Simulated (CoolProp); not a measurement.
Saturation properties of n-pentane.

The numbers come from the reference Helmholtz-energy equation of state, Thol 2019 in CoolProp.

```json
[
 {"T (K)": "218.1", "p (MPa)": "0.0009282", "liquid density (kg/m³)": "696.3", "vapour density (kg/m³)": "0.03698", "enthalpy of vaporisation (kJ/kg)": "422.9", "vapour viscosity (µPa s)": "4.90"},
 {"T (K)": "231.8", "p (MPa)": "0.002487", "liquid density (kg/m³)": "683.9", "vapour density (kg/m³)": "0.09336", "enthalpy of vaporisation (kJ/kg)": "413.6", "vapour viscosity (µPa s)": "5.22"},
 {"T (K)": "245.4", "p (MPa)": "0.005831", "liquid density (kg/m³)": "671.5", "vapour density (kg/m³)": "0.2073", "enthalpy of vaporisation (kJ/kg)": "404.3", "vapour viscosity (µPa s)": "5.53"},
 {"T (K)": "259.1", "p (MPa)": "0.01238", "liquid density (kg/m³)": "658.8", "vapour density (kg/m³)": "0.4186", "enthalpy of vaporisation (kJ/kg)": "394.8", "vapour viscosity (µPa s)": "5.84"},
 {"T (K)": "272.8", "p (MPa)": "0.02407", "liquid density (kg/m³)": "645.9", "vapour density (kg/m³)": "0.7777", "enthalpy of vaporisation (kJ/kg)": "385.1", "vapour viscosity (µPa s)": "6.15"},
 {"T (K)": "286.4", "p (MPa)": "0.04328", "liquid density (kg/m³)": "632.8", "vapour density (kg/m³)": "1.343", "enthalpy of vaporisation (kJ/kg)": "375.3", "vapour viscosity (µPa s)": "6.44"},
 {"T (K)": "300.1", "p (MPa)": "0.07345", "liquid density (kg/m³)": "619.2", "vapour density (kg/m³)": "2.201", "enthalpy of vaporisation (kJ/kg)": "364.9", "vapour viscosity (µPa s)": "6.72"},
 {"T (K)": "313.7", "p (MPa)": "0.1178", "liquid density (kg/m³)": "605.3", "vapour density (kg/m³)": "3.427", "enthalpy of vaporisation (kJ/kg)": "354.1", "vapour viscosity (µPa s)": "6.99"},
 {"T (K)": "327.4", "p (MPa)": "0.1813", "liquid density (kg/m³)": "590.8", "vapour density (kg/m³)": "5.146", "enthalpy of vaporisation (kJ/kg)": "342.4", "vapour viscosity (µPa s)": "7.25"},
 {"T (K)": "341.1", "p (MPa)": "0.2682", "liquid density (kg/m³)": "575.7", "vapour density (kg/m³)": "7.476", "enthalpy of vaporisation (kJ/kg)": "330.0", "vapour viscosity (µPa s)": "7.48"}
]
```

It boils at 309.2 K under 1 atm.

Viscosity comes from a separate model (Quiñones-Cisneros 2006), older than the equation that it now runs on, and unchecked against measurements.
